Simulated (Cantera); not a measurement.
An isothermal, constant-pressure homogeneous reactor starts with C₂H₆ : N₂ = 1 : 6.9 (molar parts), at 1025 K and 0.00920 bar.

Model: GRI-Mech 3.0 (53 species, 325 reactions), integrated in Cantera. GRI-Mech 3.0 stops at C3 and has no aromatics, soot or wall deposition, so with more carbon than oxygen in the feed, carbon stays in small species such as C2H2 where larger ones or solid carbon would form. Radical loss at walls, strong at low pressure, is not modelled.

Task: Predict: x(C₂H₆) at 20.0 s; x(C₂H₂) at 20.0 s; x(C₂H₄) at 20.0 s.

Result: 
```
Quantity                                           Result
-----------------  --------------------------------------
x(C₂H₆) at 20.0 s  0.0194 (gas-phase equilibrium 1.45e-5)
x(C₂H₂) at 20.0 s  0.00353 (gas-phase equilibrium 0.0385)
x(C₂H₄) at 20.0 s  0.0869 (gas-phase equilibrium 0.00968)
```
